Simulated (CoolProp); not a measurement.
Vapour-liquid equilibrium of R134a (1) + methanol (2) at 0.0129 MPa; x and y are mole fractions of (1).

Values from CoolProp's multi-fluid Helmholtz-energy mixture model, Tillner-Roth 1994 and de Reuck 1993; pair parameters Bell 2016.

```tsv
x	bubble temperature, mixture model (°C)	bubble temperature, Raoult's law (°C)	y, mixture model	y, Raoult's law
0.05	-39.3	-8.4	0.984	0.828
0.2	?	-35.9	0.997	0.982
0.35	-56.9	-46.2	0.997	0.994
0.5	-57.8	-52.3	0.998	0.998
0.65	?	-56.6	0.998	0.999
0.8	?	-59.8	0.999	1.000
0.95	-62.4	-62.4	1.000	1.000
```

Question: Complete the blanks.

Answer: 
- 0.2, bubble temperature, mixture model (°C): -54.7
- 0.65, bubble temperature, mixture model (°C): -59.0
- 0.8, bubble temperature, mixture model (°C): -60.5

The largest gap from Raoult's law is -30.9 K in bubble temperature, at x = 0.05. No azeotrope shows between x = 0.05 and 0.95.

Pair parameters are fitted to limited data, so mixtures are less certain than the pure fluids. With so large a gap from Raoult's law the liquid may split in two, which this calculation doesn't test in full.
